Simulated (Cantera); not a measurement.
Input: 1 mol Ti(OiPr)4, 2 mol H2O, 33 mol H2, held at 13.3 mbar.

Equilibrium computed with Cantera from the NASA thermochemical tables; the gas is ideal and each condensed phase is pure. Candidate condensed phases: C, C6H6, C7H8, C8H18, H2O, Ti, TiC, TiO, TiO2, Ti2O3, Ti3O5, Ti4O7; 113 gas species. The feed counts by its element totals alone. TiC: taken at fixed stoichiometry. The numbers say what is thermodynamically allowed, not how fast it happens. All values below are at 1275 K.

Base state: H2 0.891, CO 0.109, CH4 9.81e-5, H2O 1.51e-5 (mole fractions); condensed: C(graphite) + TiC(s).

**Question.** What changes in the equilibrium state with this change: Ti(OiPr)4 replaced by TiCl4?

**Answer.** 
```csv
species,before,after
H2,0.891,0.890
HCl,0,0.108
H2O,1.51e-5,0.00209
CO,0.109,0
CH4,9.81e-5,0
"C(graphite), mol",5.00,0
"TiC(s), mol",1.00,0
"TiO2(rutile), mol",0,0.691
"Ti4O7(s), mol",0,0.0771
```
Mutual solubility and eutectic melting of coexisting phases are not modelled. Condensed phases not in the tables: Magnéli phases beyond Ti4O7. Further candidate phases: TiCl2, TiCl3, TiCl4.
